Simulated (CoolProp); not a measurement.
Saturation properties of dodecamethylcyclohexasiloxane (D6).

Values from CoolProp's reference Helmholtz-energy equation of state, Colonna 2008. It is a short technical equation, of lower accuracy than the large ones.

```tsv
T (K)	p (bar)	liquid density (kg/m³)	liquid cp (kJ/(kg K))	surface tension (mN/m)
314	0.0001352	950.8	1.604	17.7
341.7	0.001072	920.2	1.656	15.4
369.4	0.005698	889.3	1.712	13.2
397.1	0.02235	857.9	1.769	11.2
424.8	0.06934	825.7	1.827	9.24
452.5	0.1792	792.2	1.885	7.46
480.2	0.4012	757.2	1.944	5.83
507.9	0.8031	719.6	2.004	4.36
535.6	1.472	678.4	2.070	3.05
563.4	2.523	631.3	2.147	1.92
```

It boils at 518.1 K under 1 atm.

Surface tension comes from a separate correlation (Mulero 2014).
